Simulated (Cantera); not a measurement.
Input: 1 mol SiH2Cl2, 0.0043 mol C3H8, 160 mol H2, at 200 Pa.

These are equilibrium values from Cantera (NASA tables, ideal gas, pure condensed phases), not measurements of a reactor. Candidate condensed phases: C, C6H6, C7H8, C8H18, Si, SiC; 109 gas species. Mutual solubility and eutectic melting of coexisting phases are not modelled. The tables' values for SiCl, SiCl3 are old estimates; treat these amounts as uncertain. Gases not in the tables: Si2H6 and higher silanes. The numbers say what is thermodynamically allowed, not how fast it happens.

x: gas mole fraction; n: condensed amount in mol.

| T (K) | x H2 | x H | x HCl | x Si | x Cl | x SiCl2 | x SiH | n Si(s) | n SiC(s) | n Si(l) |
|---|---|---|---|---|---|---|---|---|---|---|
| 1075 | 0.988 | 3.26e-7 | 0.0116 | 3.79e-12 | 3.47e-9 | 0.000268 | 6.17e-12 | 0.935 | 0.0129 | 0 |
| 1175 | 0.988 | 2.72e-6 | 0.0117 | 2.68e-10 | 2.82e-8 | 0.000315 | 2.10e-10 | 0.934 | 0.0129 | 0 |
| 1275 | 0.988 | … | 0.0116 | … | … | … | … | 0.929 | 0.0129 | 0 |
| 1375 | 0.988 | 7.62e-5 | 0.0116 | 2.05e-7 | 7.38e-7 | 0.000390 | 5.14e-8 | 0.924 | 0.0129 | 0 |
| 1475 | 0.988 | 0.000288 | 0.0115 | 2.88e-6 | 2.72e-6 | 0.000421 | 4.55e-7 | 0.918 | 0.0129 | 0 |
| 1575 | 0.987 | … | 0.0114 | … | … | 0.000448 | … | 0.908 | 0.0129 | 0 |
| 1675 | 0.985 | 0.00258 | 0.0113 | 0.000217 | 2.32e-5 | 0.000471 | 1.62e-5 | 0.867 | 0.0127 | 0 |
| 1775 | 0.981 | 0.00641 | 0.0113 | 0.00110 | 5.69e-5 | 0.000420 | 5.96e-5 | 0 | 0.0112 | 0.713 |
| 1875 | 0.969 | 0.0144 | 0.0112 | 0.00453 | 0.000126 | 0.000363 | 0.000185 | 0 | 0.00119 | 0.0989 |
| 1975 | 0.952 | 0.0299 | 0.0115 | 0.00545 | 0.000269 | 0.000115 | 0.000171 | 0 | 0 | 0 |
| 2075 | 0.925 | 0.0573 | 0.0113 | 0.00561 | 0.000515 | 3.33e-5 | 0.000138 | 0 | 0 | 0 |
| 2175 | 0.880 | 0.102 | 0.0107 | 0.00561 | 0.000906 | 9.96e-6 | 0.000109 | 0 | 0 | 0 |
| 2275 | 0.812 | 0.171 | 0.00970 | 0.00547 | 0.00148 | 3.06e-6 | 8.47e-5 | 0 | 0 | 0 |

### Question
Some entries are withheld; supply them.

### Answer

- 1575, x H: 0.000923
- 1575, x Si: 2.87e-5
- 1575, x Cl: 8.49e-6
- 1575, x SiH: 3.05e-6
- 1275, x H: 1.64e-5
- 1275, x Si: 9.64e-9
- 1275, x Cl: 1.64e-7
- 1275, x SiCl2: 0.000355
- 1275, x SiH: 4.09e-9
